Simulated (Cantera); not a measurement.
Input: 1 mol Nb, 0.87 mol O₂, 3.3 mol H₂, equilibrated at 1.50 Pa.

Equilibrium computed with Cantera from the NASA thermochemical tables; the gas is ideal and each condensed phase is pure. Candidate condensed phases: H₂O, Nb, NbO, NbO₂, Nb₂O₅; 12 gas species. Mutual solubility and eutectic melting of coexisting phases are not modelled. NbO: taken at fixed stoichiometry. Condensed phases not in the tables: the oxides between NbO₂ and Nb₂O₅. Kinetics and transport are ignored. All values below are at 1675 °C.

Base state: H₂ 0.639, H 0.233, NbO₂ 0.117, H₂O 0.00659, NbO 0.00405, OH 0.000218, O 5.88e-5 (mole fractions); condensed: NbO(s) + NbO₂(s).

Q: What changes in the equilibrium state with this change: O₂ from 0.87 to 0.21 mol?

A: 
```json
[
 {"species": "H₂", "before": "0.639", "after": "0.732"},
 {"species": "H", "before": "0.233", "after": "0.250"},
 {"species": "NbO₂", "before": "0.117", "after": "0.0132"},
 {"species": "O", "before": "5.88e-5", "after": "6.67e-6"},
 {"species": "OH", "before": "0.000218", "after": "2.64e-5"},
 {"species": "NbO(s), mol", "before": "0.272", "after": "0.299"},
 {"species": "NbO₂(s), mol", "before": "0.206", "after": "0"},
 {"species": "Nb(s), mol", "before": "0", "after": "0.634"}
]
```
Condensed phases not in the tables: N, O or C dissolved in the metal.
